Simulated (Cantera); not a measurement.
Ignition delay

Mixture: 10.9 % CO, 0.402 % H₂, 4.13 % CH₄, 12.6 % O₂, 72.0 % N₂, at 500000 Pa, adiabatic and at constant pressure. Ignition delay is the time to a rise of 400 K.

Detailed kinetics in Cantera: GRI-Mech 3.0 (53 species, 325 reactions).

```
T0 (K)  delay (ms)
------  ----------
1198          7.10
1248          3.96
1298          2.24
1348          1.29
1398         0.759
1448         0.458
1498         0.284
1548         0.181
1598         0.119
```

| Item | Result |
|---|---|
| apparent activation energy between 1498 and 1598 K | 170 kJ/mol |
